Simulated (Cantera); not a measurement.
A perfectly stirred reactor is fed with CH4 : C2H6 : O2 : N2 = 1 : 1 : 13.4 : 50.4 (molar parts), at 0.240 bar; it is adiabatic with a 598 K inlet, and is followed from long to short residence time, starting on the burning branch (τ in s: 0.049, 0.02, 0.0079, 0.0032, 0.0013, 0.00052, 0.00021, 8.5e-05, 3.4e-05, 1.4e-05, 5.6e-06).

Cantera simulation using GRI-Mech 3.0 (53 species, 325 reactions); the numbers are that mechanism's predictions, not measurements.

One state of this run: T (K) = 1448; x CH4 = 0.000118; x C2H6 = 2.76e-5; x O2 = 0.121; x CH2O = 2.60e-5; x HCN = 6.22e-9. x: mole fraction; the columns are a selection and need not sum to one.

**Question.** Which value of τ (s) does it belong to?
(A) 0.00052
(B) 1.4e-5
(C) 0.020
(D) 0.0032

**Answer.** D, 0.0032
